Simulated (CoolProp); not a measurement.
Vapour-liquid equilibrium of n-butane (1) + benzene (2) at 0.434 MPa; x and y are mole fractions of (1).

The numbers come from the multi-fluid Helmholtz-energy mixture model, Bücker 2006 and Thol 2012; pair parameters Bell 2016 in CoolProp.

| x | bubble temperature, mixture model (K) | bubble temperature, Raoult's law (K) | y, mixture model | y, Raoult's law |
|---|---|---|---|---|
| 0.05 | 397.0 | 397.3 | 0.260 | 0.275 |
| 0.15 | 376.3 | 378.9 | 0.587 | 0.589 |
| 0.25 | 360.9 | 365.2 | 0.754 | 0.750 |
| 0.35 | 349.8 | 354.6 | 0.842 | 0.842 |
| 0.45 | 341.7 | 346.1 | 0.892 | 0.897 |
| 0.55 | 335.7 | 339.1 | 0.923 | 0.933 |
| 0.65 | 331.0 | 333.2 | 0.945 | 0.958 |
| 0.75 | 327.0 | 328.2 | 0.962 | 0.975 |
| 0.85 | 323.4 | 323.8 | 0.977 | 0.987 |
| 0.95 | 319.9 | 319.9 | 0.992 | 0.996 |

The largest gap from Raoult's law is -4.8 K in bubble temperature, at x = 0.35. No azeotrope shows between x = 0.05 and 0.95.

Pair parameters are fitted to limited data, so mixtures are less certain than the pure fluids.
